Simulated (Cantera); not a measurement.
Feed: 1 mol SiH2Cl2, 0.042 mol HCl, a varied amount of H2, at 1475 K and 1 atm.

Cantera equilibrium calculation (NASA polynomials, part measured and part estimated; ideal gas, pure solids and liquids). Candidate condensed phases: Si; 19 gas species. The numbers say what is thermodynamically allowed, not how fast it happens.

Q: What share of the Si ends up in condensed phases as a function of n(H2) (mol), at 13, 23, 41, 73, 130, 230, 420, 750?

A: 
```json
[
 {"n(H2) (mol)": "13", "Si condensed (%)": "59.2", "as": "Si(s)"},
 {"n(H2) (mol)": "23", "Si condensed (%)": "67.8", "as": "Si(s)"},
 {"n(H2) (mol)": "41", "Si condensed (%)": "76.9", "as": "Si(s)"},
 {"n(H2) (mol)": "73", "Si condensed (%)": "84.8", "as": "Si(s)"},
 {"n(H2) (mol)": "130", "Si condensed (%)": "90.6", "as": "Si(s)"},
 {"n(H2) (mol)": "230", "Si condensed (%)": "94.3", "as": "Si(s)"},
 {"n(H2) (mol)": "420", "Si condensed (%)": "96.7", "as": "Si(s)"},
 {"n(H2) (mol)": "750", "Si condensed (%)": "97.9", "as": "Si(s)"}
]
```
